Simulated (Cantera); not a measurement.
Premixed flame

A freely propagating, adiabatic, planar premixed flame of H2 : O2 : N2 = 1 : 0.294 : 1.11 (molar parts), equivalence ratio 1.7, unburnt at 623 K and 0.120 bar; mixture-averaged transport, grid criteria slope 0.08 and curve 0.16, no radiation.

Cantera simulation using the H2/O2 subset of GRI-Mech 3.0, which has no nitrogen chemistry; the numbers are that mechanism's predictions, not measurements. Burning velocities carry a grid error of a few per cent, more on coarse grids.

```tsv
z (mm)	T (K)	u (m/s)	x H2	x O2	x HO2	x H2O2	x H	x H2O
-21.6	623	7.29	0.416	0.122	<1e-8	<1e-8	<1e-8	<1e-8
-14.4	623	7.29	0.416	0.122	<1e-8	<1e-8	<1e-8	<1e-8
-10.8	623	7.29	0.416	0.122	<1e-8	<1e-8	<1e-8	<1e-8
-7.20	623	7.29	0.416	0.122	6.67e-7	<1e-8	6.24e-7	5.74e-8
-3.60	632	7.38	0.414	0.122	3.60e-5	2.41e-7	0.000615	0.000581
-1.80	742	8.60	0.391	0.118	2.51e-5	2.36e-7	0.0127	0.0110
0	1110	12.5	0.235	0.0658	9.96e-6	3.10e-7	0.0950	0.119
1.80	1357	15.2	0.130	0.00942	1.39e-6	2.78e-7	0.139	0.227
3.60	1452	16.1	0.128	0.00505	6.75e-7	2.55e-7	0.132	0.237
7.20	1566	17.3	0.136	0.00422	4.96e-7	2.05e-7	0.117	0.239
14.4	1700	18.5	0.146	0.00347	3.62e-7	1.32e-7	0.0994	0.243
28.8	1845	19.9	0.155	0.00259	2.50e-7	7.12e-8	0.0804	0.248
57.6	1989	21.2	0.164	0.00173	1.69e-7	3.67e-8	0.0619	0.254
```
x: mole fraction of selected species; z is measured from the peak of heat release.

The laminar burning velocity comes out as 729 cm/s and the thermal thickness comes out as 7.20 mm. The peak x(HO2) is 3.60e-5, the peak x(H2O2) is 3.38e-7 and the peak x(H) comes out as 0.139. The grid points is 135.
